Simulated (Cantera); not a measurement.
What does this Cantera script print?

```python
import numpy as np
import cantera as ct

gas_names = """
    AL ALN AL2 N N2
""".split()
cond_names = """
    AL(cr) AL(L) ALN(s)
""".split()


def load(file, names, dense=False):
    # The tables refer to 1 bar. Condensed volumes are neglected.
    table = {s.name: s for s in ct.Species.list_from_file(file)}
    out = []
    for n in names:
        d = dict(table[n].input_data)
        d["thermo"] = dict(d["thermo"], **{"reference-pressure": 1e5})
        if dense:
            d["equation-of-state"] = {"model": "constant-volume", "density": "1e6 g/cm^3"}
        out.append(ct.Species.from_dict(d))
    return out


gas = ct.Solution(thermo="ideal-gas", species=load("nasa_gas.yaml", gas_names))
cond = {s.name: ct.Solution(thermo="fixed-stoichiometry", species=[s], name=s.name)
        for s in load("nasa_condensed.yaml", cond_names, dense=True)}
atoms = {
    'Al': {'AL': 1},
    'N2': {'N': 2},
}
top_T = {'ALN(s)': 2750}  # K; cautious upper limits of use, not melting points


def equilibrate(T, P, feed):
    n = {}
    for name, mol in feed.items():
        for a, k in atoms[name].items():
            n[a] = n.get(a, 0.0) + k * mol
    gas.TPX = T, P, n
    mass = sum(n.values()) * gas.mean_molecular_weight
    gas.equilibrate("TP")
    valid = [c for c in cond.values() if c.min_temp <= T <= top_T.get(c.name, c.max_temp)]
    mix = ct.Mixture([(gas, mass / gas.mean_molecular_weight)] + [(c, 0.0) for c in valid])
    mix.T, mix.P = T, P
    mix.equilibrate("TP", solver="vcs", rtol=1e-11, max_steps=5000)
    return mix


results = []
feed = {'Al': 1, 'N2': 47}  # mol
T = 1223  # K
P = 400  # Pa
mix = equilibrate(T, P, feed)
results.append((T, P, feed, dict(zip(mix.species_names, mix.species_moles))))
print(gas.report(threshold=0.001))
for i in range(1, mix.n_phases):
    print(f"{mix.phase(i).name:16s} {mix.phase_moles(i):12.5e} mol")
```

It prints:

```
       temperature   1223 K
          pressure   400 Pa
           density   0.001102 kg/m^3
  mean mol. weight   28.014 kg/kmol
   phase of matter   gas

                          1 kg             1 kmol
                     ---------------   ---------------
          enthalpy        1.0307e+06        2.8874e+07  J
   internal energy        6.6773e+05        1.8706e+07  J
           entropy             10022        2.8077e+05  J/K
    Gibbs function       -1.1227e+07       -3.1451e+08  J
 heat capacity c_p            1204.3             33737  J/K
 heat capacity c_v            907.49             25422  J/K

                      mass frac. Y      mole frac. X     chem. pot. / RT
                     ---------------   ---------------   ---------------
                N2                 1                 1           -30.929
     [   +4 minor]        2.1562e-12        2.2388e-12

AL(L)             0.00000e+00 mol
ALN(s)            1.00000e+00 mol
```

Equilibrium computed with Cantera from the NASA thermochemical tables; the gas is ideal and each condensed phase is pure.
